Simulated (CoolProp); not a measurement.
Aqueous propylene glycol as a coolant, 23 % by mass, freezing at -8.7 °C, 1 atm.

Computed with CoolProp (Melinder's fits for secondary coolants).

| T (°C) | viscosity (mPa s) | cp (kJ/(kg K)) | density (kg/m³) | conductivity (W/(m K)) |
|---|---|---|---|---|
| -4.8 | 6.27 | 3.887 | 1024 | 0.453 |
| 1.5 | 4.66 | 3.902 | 1023 | 0.460 |
| 7.8 | 3.56 | 3.916 | 1022 | 0.466 |
| 14.1 | 2.79 | 3.930 | 1020 | 0.472 |
| 20.5 | 2.23 | 3.945 | 1017 | 0.478 |
| 26.8 | 1.83 | 3.959 | 1015 | 0.484 |
| 33.1 | 1.52 | 3.974 | 1012 | 0.490 |
